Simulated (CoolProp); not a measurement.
Vapour-liquid equilibrium of R114 (1) + R113 (2) at 84.35 °C; x and y are mole fractions of (1).

The numbers come from the multi-fluid Helmholtz-energy mixture model, Platzer 1990 and Marx 1992; pair parameters Bell 2016 in CoolProp. This equation is an older, rougher fit; its heat capacities, sound speeds and derivatives of the liquid may be far off and weren't checked against measurements.

| x | bubble pressure (MPa) | y at the bubble point | dew pressure at overall composition x (MPa) | liquid density (mol/L) |
|---|---|---|---|---|
| 0.05 | 0.3300 | 0.135 | 0.3083 | 7.539 |
| 0.2 | 0.4318 | 0.424 | 0.3484 | 7.532 |
| 0.35 | … | 0.610 | 0.4001 | 7.516 |
| 0.5 | 0.6439 | 0.739 | 0.4694 | 7.488 |
| 0.65 | 0.7532 | 0.836 | 0.5665 | … |
| 0.8 | 0.8657 | 0.913 | 0.7094 | 7.388 |
| 0.95 | 0.9833 | … | 0.9285 | 7.307 |

### Question
What belongs in the gaps?

### Answer

- 0.35, bubble pressure (MPa): 0.5368
- 0.65, liquid density (mol/L): 7.447
- 0.95, y at the bubble point: 0.979

No azeotrope shows between x = 0.05 and 0.95.

The pair parameters rest on a limited set of measurements; away from them the model extrapolates.
